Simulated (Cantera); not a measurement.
Input (Python, Cantera) and output of one run.

```python
import numpy as np
import cantera as ct

gas_names = """
    N NO NO2 NO3 N2 N2O O O2 O3 Pb PbO Pb2
""".split()
cond_names = """
    Pb(cr) Pb(L) PbO(rd) PbO(yw) PbO(L) PbO2(s) Pb3O4(s)
""".split()


# ... load() reads the species with a 1 bar reference pressure and builds the phases ...
atoms = {
    'PbO': {'Pb': 1, 'O': 1},
    'N2': {'N': 2},
}
top_T = {'Pb3O4(s)': 820}  # K; cautious upper limits of use, not melting points


# ... equilibrate(T, P, feed) seeds the gas with the atoms and calls Mixture.equilibrate('TP', solver="vcs", rtol=1e-11, max_steps=5000) ...
results = []
feed = {'PbO': 1, 'N2': 11}  # mol
T = 1525  # K
P = 32000  # Pa
mix = equilibrate(T, P, feed)
results.append((T, P, feed, dict(zip(mix.species_names, mix.species_moles))))
print(gas.report(threshold=0.0001))
for i in range(1, mix.n_phases):
    print(f"{mix.phase(i).name:16s} {mix.phase_moles(i):12.5e} mol")
```

It prints:

```
       temperature   1525 K
          pressure   32000 Pa
           density   0.09237 kg/m^3
  mean mol. weight   36.6 kg/kmol
   phase of matter   gas

                          1 kg             1 kmol
                     ---------------   ---------------
          enthalpy        1.1844e+06        4.3349e+07  J
   internal energy        8.3797e+05         3.067e+07  J
           entropy            6986.7        2.5572e+05  J/K
    Gibbs function       -9.4704e+06       -3.4662e+08  J
 heat capacity c_p            952.67             34868  J/K
 heat capacity c_v             725.5             26554  J/K

                      mass frac. Y      mole frac. X     chem. pot. / RT
                     ---------------   ---------------   ---------------
                NO        0.00015579        0.00019003           -30.972
                N2           0.72869           0.95204           -27.252
                O2         0.0028814         0.0032958           -34.692
                Pb          0.038394          0.006782           -13.901
               PbO           0.22988          0.037695           -31.247
     [   +7 minor]        2.9676e-06        8.8085e-07

Pb(L)             0.00000e+00 mol
PbO(L)            4.86147e-01 mol
```

Method: chemical equilibrium by Gibbs-energy minimisation in Cantera with the NASA 1993 tables (ideal gas, pure condensed phases). Gases not in the tables: (PbO)n polymers.
